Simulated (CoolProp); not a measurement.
A closed Brayton cycle with carbon dioxide: compressor inlet 306.15 K and 8.7 MPa, high pressure 21.6 MPa, turbine inlet 805 K, compressor efficiency 0.89, turbine efficiency 0.93, recuperator effectiveness 0.9 (on enthalpy, no pinch check). Each further row changes one setting.

Model: reference Helmholtz-energy equation of state, Span 1996, in CoolProp.

```csv
case,thermal efficiency (%),net work (kJ/kg),compressor to turbine work,compressor exit (K),turbine exit (K)
as stated,34.5,101,0.16,329.3,694.2
turbine inlet 755 K,33.1,?,0.18,329.3,?
compressor inlet 316.15 K,34.5,86.8,?,376.1,694.2
high pressure 18.4 MPa,?,85.6,0.15,?,?
recuperator effectiveness 0.5,21.3,101,0.16,329.3,694.2
```

Question: What belongs in the gaps?

Answer: 
- turbine inlet 755 K, net work (kJ/kg): 92.3
- turbine inlet 755 K, turbine exit (K): 648.3
- compressor inlet 316.15 K, compressor to turbine work: 0.28
- high pressure 18.4 MPa, thermal efficiency (%): 31.9
- high pressure 18.4 MPa, compressor exit (K): 324.6
- high pressure 18.4 MPa, turbine exit (K): 713.3
